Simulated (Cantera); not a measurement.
Input (Python, Cantera) and output of one run.

```python
import numpy as np
import cantera as ct

gas_names = """
    C3H8 CO CH4 C2H5OH CH3OH
""".split()
cond_names = """
    Ti2O3(a) Ti2O3(b) Ti2O3(L) Ti(a) Ti(b) Ti(L) TiO2(ru) TiO2(L)
""".split()


# ... load() reads the species with a 1 bar reference pressure and builds the phases ...
species = {s.name: s for s in load("nasa_gas.yaml", gas_names) + load("nasa_condensed.yaml", cond_names)}
# Each term lists the table entries of one substance; the one whose range holds T is used.
reactions = {
    '3 C3H8(g) + Ti2O3 = 3 CO(g) + 2 Ti + 6 CH4(g)':
        [(-3, ['C3H8']), (-1, ['Ti2O3(a)', 'Ti2O3(b)', 'Ti2O3(L)']), (3, ['CO']), (2, ['Ti(a)', 'Ti(b)', 'Ti(L)']), (6, ['CH4'])],
    '4 TiO2 + 2 C2H5OH(g) = 3 CH3OH(g) + 2 Ti2O3 + CO(g)':
        [(-4, ['TiO2(ru)', 'TiO2(L)']), (-2, ['C2H5OH']), (3, ['CH3OH']), (2, ['Ti2O3(a)', 'Ti2O3(b)', 'Ti2O3(L)']), (1, ['CO'])],
}


def pick(names, T):
    return next(species[n] for n in names if species[n].thermo.min_temp <= T <= species[n].thermo.max_temp)


results = []
for label, terms in reactions.items():
    print(label)
    print("     T/K   dH/kJ  dS/(J/K)   dG/kJ   log10 K")
    for T in [300, 1748, 1798, 1848, 1898, 1948, 1998, 2048, 2098, 2148]:
        used = [(nu, pick(names, T)) for nu, names in terms]
        dH = sum(nu * s.thermo.h(T) for nu, s in used) / 1e6
        dS = sum(nu * s.thermo.s(T) for nu, s in used) / 1e3
        dG = dH - T * dS / 1e3
        logK = -dG * 1e6 / (ct.gas_constant * T * np.log(10))
        results.append((label, T, dH, dS, dG, logK, [s.name for _, s in used]))
        print(f"{T:8g} {dH:8.1f} {dS:8.1f} {dG:8.1f} {logK:8.2f}")
```

Result:

```
3 C3H8(g) + Ti2O3 = 3 CO(g) + 2 Ti + 6 CH4(g)
     T/K   dH/kJ  dS/(J/K)   dG/kJ   log10 K
     300   1055.7    884.3    790.4  -137.62
    1748    986.7    810.0   -429.1    12.82
    1798    984.8    808.9   -469.6    13.64
    1848    982.9    807.9   -510.0    14.41
    1898    981.3    807.0   -550.4    15.15
    1948   1009.0    821.2   -590.7    15.84
    1998   1008.2    820.8   -631.8    16.52
    2048   1007.5    820.5   -672.8    17.16
    2098   1006.8    820.1   -713.8    17.77
    2148    901.5    770.4   -753.2    18.32
4 TiO2 + 2 C2H5OH(g) = 3 CH3OH(g) + 2 Ti2O3 + CO(g)
     T/K   dH/kJ  dS/(J/K)   dG/kJ   log10 K
     300    494.0    309.8    401.0   -69.82
    1748    510.4    330.3    -66.9     2.00
    1798    511.0    330.6    -83.4     2.42
    1848    511.7    330.9    -99.9     2.82
    1898    512.3    331.3   -116.5     3.21
    1948    512.9    331.6   -133.1     3.57
    1998    513.5    331.9   -149.7     3.91
    2048    514.2    332.2   -166.3     4.24
    2098    514.8    332.5   -182.9     4.55
    2148    455.5    305.4   -200.5     4.88
```

Standard-state values (1 bar) from the NASA 1993 polynomials, evaluated with Cantera. Condensed species are held in their standard states even where they would react or evaporate.
